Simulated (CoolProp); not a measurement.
R13 at 298.15 K and 2.11 MPa flows at 0.85 m/s in a round tube of 50 mm bore and 15 µm roughness, fully developed (64/Re and Nu = 3.66 if laminar; Colebrook and Gnielinski if turbulent). Each further row changes one setting.

The numbers come from the reference Helmholtz-energy equation of state, Platzer 1990 in CoolProp. This equation is an older, rougher fit.

| case | Reynolds number | Darcy friction factor | pressure drop (Pa/m) | heat-transfer coefficient (W/(m² K)) | mass flow (kg/h) |
|---|---|---|---|---|---|
| as stated | 318000 | 0.0169 | 14.1 | 184 | 694 |
| velocity 1.7 m/s | 635000 | 0.0160 | 53.5 | 350 | 1390 |
| diameter 100 mm | 635000 | 0.0146 | 6.10 | 159 | 2770 |

Viscosity comes from a separate model (Huber 2003), an estimate that may be off by 10 % or more. Thermal conductivity comes from a separate model (Huber 2003), an estimate that may be off by 10 % or more.
